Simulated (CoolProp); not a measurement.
Saturation properties of C3F8 (R218).

Model: reference Helmholtz-energy equation of state, Lemmon 2006, in CoolProp. It is a short technical equation, of lower accuracy than the large ones.

| T (K) | p (MPa) | liquid density (kg/m³) | enthalpy of vaporisation (kJ/kg) | liquid viscosity (µPa s) | vapour viscosity (µPa s) |
|---|---|---|---|---|---|
| 273.3 | 0.4165 | 1454 | 89.74 | 244 | 10.4 |
| 276.5 | 0.4615 | 1439 | 88.17 | 233 | 10.8 |
| 279.7 | 0.5099 | 1423 | 86.56 | 222 | 11.1 |
| 282.9 | 0.5621 | 1407 | 84.88 | 211 | 11.3 |
| 286.1 | 0.6182 | 1390 | 83.15 | 201 | 11.6 |
| 289.3 | 0.6783 | 1373 | 81.36 | 192 | 11.9 |
| 292.5 | 0.7427 | 1356 | 79.49 | 182 | 12.2 |
| 295.8 | 0.8138 | 1337 | 77.49 | 173 | 12.5 |
| 299 | 0.8875 | 1318 | 75.46 | 165 | 12.8 |
| 302.2 | 0.9660 | 1299 | 73.34 | 157 | 13.1 |
| 305.4 | 1.050 | 1279 | 71.11 | 149 | 13.4 |

It boils at 236.4 K under 1 atm.

Viscosity comes from a separate model (Huber 2003), an estimate that may be off by 10 % or more.
